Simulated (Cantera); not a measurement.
Input (Python, Cantera):

```python
import numpy as np
import cantera as ct

gas = ct.Solution("gri30.yaml")
gas.TPX = 523, 44000, {'CH3OH': 1, 'O2': 1.15, 'N2': 3.46}
flame = ct.FreeFlame(gas, width=0.071)
flame.set_refine_criteria(ratio=3, slope=0.08, curve=0.16)
flame.transport_model = "mixture-averaged"
flame.solve(loglevel=0, auto=True)
z, T = flame.grid, flame.T
thick = (T[-1] - T[0]) / np.gradient(T, z).max()
show = ['CH3OH', 'O2', 'H2O', 'CO', 'OH', 'CH2O']
print(f"laminar burning velocity  {flame.velocity[0] * 100:.3f} cm/s")
print(f"burnt temperature         {T[-1]:.1f} K")
print(f"thermal thickness         {thick * 1e3:.4f} mm")
print(f"grid points               {len(z)}")
z0 = z[flame.heat_release_rate.argmax()]
print(f"{'z/mm':>9s}{'T/K':>9s}{'u/(m/s)':>9s}" + "".join(f"{s:>11s}" for s in show))
rows = []
for k in (-3, -2, -1.5, -1, -0.5, -0.25, 0, 0.25, 0.5, 1, 2, 4, 8):
    zz = z0 + k * thick
    rows.append([k * thick, np.interp(zz, z, T), np.interp(zz, z, flame.velocity),
                 *(np.interp(zz, z, flame.X[gas.species_index(s)]) for s in show)])
    print(f"{rows[-1][0] * 1e3:9.3f}{rows[-1][1]:9.1f}{rows[-1][2]:9.3f}" + "".join(f"{x:11.3e}" for x in rows[-1][3:]))
```

Result:

```
laminar burning velocity  167.716 cm/s
burnt temperature         2366.6 K
thermal thickness         0.4262 mm
grid points               133
     z/mm      T/K  u/(m/s)      CH3OH         O2        H2O         CO         OH       CH2O
   -1.279    523.3    1.685  1.775e-01  2.041e-01  1.037e-04  1.594e-05  2.117e-15  1.196e-06
   -0.852    525.2    1.701  1.764e-01  2.027e-01  5.818e-04  1.045e-04  1.074e-13  9.807e-06
   -0.639    533.6    1.742  1.747e-01  2.004e-01  2.345e-03  5.032e-04  6.692e-12  6.123e-05
   -0.426    594.7    1.978  1.680e-01  1.924e-01  1.296e-02  3.667e-03  2.896e-09  6.569e-04
   -0.213    966.0    3.381  1.272e-01  1.554e-01  6.761e-02  2.797e-02  3.843e-06  7.345e-03
   -0.107   1374.3    5.032  7.067e-02  1.139e-01  1.244e-01  6.209e-02  1.883e-04  1.594e-02
    0.000   1779.0    6.816  1.301e-02  7.161e-02  1.849e-01  1.039e-01  2.094e-03  1.080e-02
    0.107   1931.0    7.497  3.799e-04  4.437e-02  2.182e-01  1.137e-01  5.930e-03  9.305e-04
    0.213   1967.0    7.627  2.751e-06  2.726e-02  2.327e-01  1.049e-01  9.413e-03  2.206e-05
    0.426   2001.9    7.716  1.405e-09  1.410e-02  2.387e-01  8.980e-02  1.198e-02  1.293e-07
    0.852   2040.5    7.810  9.786e-13  9.670e-03  2.370e-01  7.815e-02  1.237e-02  5.648e-10
    1.705   2087.2    7.953  7.063e-16  8.055e-03  2.388e-01  7.479e-02  1.207e-02  4.555e-10
    3.409   2149.1    8.152  5.878e-16  6.467e-03  2.441e-01  7.450e-02  1.136e-02  4.636e-10
```

Computed with Cantera and GRI-Mech 3.0 (53 species, 325 reactions). GRI-Mech 3.0 was tuned for natural gas; its chemistry of methanol as a main component is partial and can be far from experiment. Burning velocities carry a grid error of a few per cent, more on coarse grids.
